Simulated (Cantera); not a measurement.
Stirred combustor or abatement burner

A perfectly stirred reactor is fed with CH₄ : C₂H₆ : C₃H₈ : O₂ : N₂ = 1 : 0.071 : 0.041 : 2.23 : 8.39 (molar parts), equivalence ratio 1.1, at 0.296 atm; it is adiabatic with a 375 K inlet, and is followed from long to short residence time, starting on the burning branch (τ in s: 0.27, 0.1, 0.038, 0.014, 0.0054, 0.002, 0.00076, 0.00029, 0.00011, 4e-05, 1.5e-05, 5.7e-06).

Computed with Cantera and GRI-Mech 3.0 (53 species, 325 reactions).

| τ (s) | T (K) | x CH₄ | x C₂H₆ | x C₃H₈ | x NO | x HO₂ | x H₂O₂ | x H |
|---|---|---|---|---|---|---|---|---|
| 0.27 | 2207 | 2.79e-6 | 2.22e-8 | 1.27e-8 | 0.000809 | 2.80e-7 | 2.11e-8 | 0.00232 |
| 0.10 | 2177 | 5.52e-6 | 5.70e-8 | 3.04e-8 | 0.000648 | 3.93e-7 | 2.69e-8 | 0.00320 |
| 0.038 | 2134 | 1.07e-5 | 1.39e-7 | 6.85e-8 | 0.000463 | 5.64e-7 | 3.54e-8 | 0.00463 |
| 0.014 | 2077 | 2.20e-5 | 3.40e-7 | 1.56e-7 | 0.000292 | 8.27e-7 | 4.86e-8 | 0.00683 |
| 0.0054 | 2014 | 4.68e-5 | 7.95e-7 | 3.49e-7 | 0.000178 | 1.19e-6 | 6.66e-8 | 0.00954 |
| 0.0020 | 1949 | 0.000112 | 1.99e-6 | 8.51e-7 | 0.000108 | 1.76e-6 | 9.11e-8 | 0.0125 |
| 0.00076 | 1890 | 0.000292 | 5.26e-6 | 2.22e-6 | 6.81e-5 | 2.87e-6 | 1.19e-7 | 0.0143 |
| 0.00029 | 1820 | 0.000943 | 1.70e-5 | 7.16e-6 | 4.07e-5 | 7.05e-6 | 1.60e-7 | 0.0134 |
| 0.00011 | 375 | 0.0852 | 0.00605 | 0.00349 | <1e-12 | <1e-12 | <1e-12 | <1e-12 |
| 4.0e-5 | 375 | 0.0852 | 0.00605 | 0.00349 | <1e-12 | <1e-12 | <1e-12 | <1e-12 |
| 1.5e-5 | 375 | 0.0852 | 0.00605 | 0.00349 | <1e-12 | <1e-12 | <1e-12 | <1e-12 |
| 5.7e-6 | 375 | 0.0852 | 0.00605 | 0.00349 | <1e-12 | <1e-12 | <1e-12 | <1e-12 |
x: mole fraction; the columns are a selection and need not sum to one.
